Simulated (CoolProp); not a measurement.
Values from CoolProp's reference Helmholtz-energy equation of state, Akasaka 2015.

Problem. Give the vapour pressure (MPa), vapour density (kg/m³), liquid cp (kJ/(kg K)), liquid conductivity (mW/(m K)) of saturated R245fa at 369.3, 373.7 K.

Solution. 
```csv
T (K),p (MPa),vapour density (kg/m³),liquid cp (kJ/(kg K)),liquid conductivity (mW/(m K))
369.3,1.16,65.8,1.57,71.2
373.7,1.28,73.4,1.60,69.9
```

Thermal conductivity comes from a separate model (Huber 2003), an estimate that may be off by 10 % or more.
